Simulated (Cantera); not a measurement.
A closed system holds: 1 mol SiC, 3.2 mol H2O, 13 mol H2, held at 1330 Pa.

These are equilibrium values from Cantera (NASA tables, ideal gas, pure condensed phases), not measurements of a reactor. Candidate condensed phases: C, C6H6, C7H8, C8H18, H2O, Si, SiC, SiO2; 123 gas species. The tables hold silica as quartz up to 1696 K and as liquid above; real silica turns to tridymite and cristobalite and melts near 1996 K. The numbers say what is thermodynamically allowed, not how fast it happens.

x: gas mole fraction; n: condensed amount in mol.

```json
[
 {"T (K)": "1473", "x H2": "0.930", "x CO": "0.0579", "x H2O": "0.0113", "x SiO": "4.76e-6", "x H": "0.000106", "x CO2": "0.000285", "n SiO2(β-quartz)": "1.000", "n SiO2(condensed)": "0"},
 {"T (K)": "1498", "x H2": "0.930", "x CO": "0.0579", "x H2O": "0.0114", "x SiO": "9.93e-6", "x H": "0.000144", "x CO2": "0.000274", "n SiO2(β-quartz)": "1.000", "n SiO2(condensed)": "0"},
 {"T (K)": "1523", "x H2": "0.930", "x CO": "0.0579", "x H2O": "0.0114", "x SiO": "2.02e-5", "x H": "0.000193", "x CO2": "0.000264", "n SiO2(β-quartz)": "1.000", "n SiO2(condensed)": "0"},
 {"T (K)": "1548", "x H2": "0.930", "x CO": "0.0579", "x H2O": "0.0114", "x SiO": "[?]", "x H": "[?]", "x CO2": "0.000255", "n SiO2(β-quartz)": "0.999", "n SiO2(condensed)": "0"},
 {"T (K)": "1573", "x H2": "0.930", "x CO": "0.0579", "x H2O": "0.0115", "x SiO": "7.79e-5", "x H": "0.000340", "x CO2": "0.000246", "n SiO2(β-quartz)": "0.999", "n SiO2(condensed)": "0"},
 {"T (K)": "1598", "x H2": "0.930", "x CO": "0.0579", "x H2O": "0.0115", "x SiO": "[?]", "x H": "[?]", "x CO2": "0.000240", "n SiO2(β-quartz)": "0.997", "n SiO2(condensed)": "0"},
 {"T (K)": "1623", "x H2": "0.929", "x CO": "0.0579", "x H2O": "0.0117", "x SiO": "0.000272", "x H": "0.000577", "x CO2": "0.000234", "n SiO2(β-quartz)": "0.995", "n SiO2(condensed)": "0"},
 {"T (K)": "1648", "x H2": "0.929", "x CO": "0.0579", "x H2O": "0.0119", "x SiO": "0.000489", "x H": "0.000743", "x CO2": "0.000231", "n SiO2(β-quartz)": "0.992", "n SiO2(condensed)": "0"},
 {"T (K)": "1673", "x H2": "0.928", "x CO": "0.0578", "x H2O": "0.0122", "x SiO": "0.000852", "x H": "0.000950", "x CO2": "0.000231", "n SiO2(β-quartz)": "0.985", "n SiO2(condensed)": "0"},
 {"T (K)": "1698", "x H2": "0.927", "x CO": "0.0578", "x H2O": "0.0128", "x SiO": "0.00143", "x H": "0.00121", "x CO2": "0.000234", "n SiO2(β-quartz)": "0", "n SiO2(condensed)": "0.975"},
 {"T (K)": "1723", "x H2": "0.925", "x CO": "0.0577", "x H2O": "0.0137", "x SiO": "0.00231", "x H": "0.00152", "x CO2": "0.000243", "n SiO2(β-quartz)": "0", "n SiO2(condensed)": "0.960"},
 {"T (K)": "1748", "x H2": "0.922", "x CO": "0.0576", "x H2O": "0.0149", "x SiO": "0.00358", "x H": "0.00190", "x CO2": "0.000258", "n SiO2(β-quartz)": "0", "n SiO2(condensed)": "0.938"},
 {"T (K)": "1773", "x H2": "0.918", "x CO": "0.0575", "x H2O": "0.0166", "x SiO": "0.00533", "x H": "0.00236", "x CO2": "0.000280", "n SiO2(β-quartz)": "0", "n SiO2(condensed)": "0.908"}
]
```

Question: What belongs in the gaps?

Answer: 
- 1548, x SiO: 4.02e-5
- 1548, x H: 0.000257
- 1598, x SiO: 0.000147
- 1598, x H: 0.000445
